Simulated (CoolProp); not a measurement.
A simple Rankine cycle with n-perfluoropentane: condensing at 330.15 K, boiler at 1.03 MPa, turbine inlet 391.1 K, turbine efficiency 0.75, pump efficiency 0.7, no recuperator. Each further row changes one setting.

Computed with CoolProp (reference Helmholtz-energy equation of state, Gao 2022).

| case | thermal efficiency (%) | net work (kJ/kg) | heat in (kJ/kg) | turbine exit temperature (K) | volume ratio over the turbine |
|---|---|---|---|---|---|
| as stated | 7.1 | 8.95 | 127 | 370.0 | 5.08 |
| turbine inlet 411.1 K | 6.7 | 9.89 | 148 | 391.8 | 4.72 |
| condensing temperature 322.15 K | 7.9 | 10.7 | 136 | 367.4 | 6.54 |
| boiler pressure 0.721 MPa | 5.5 | 7.23 | 132 | 377.4 | 3.15 |
| turbine efficiency 0.65 | 6.0 | 7.65 | 127 | 371.4 | 5.10 |
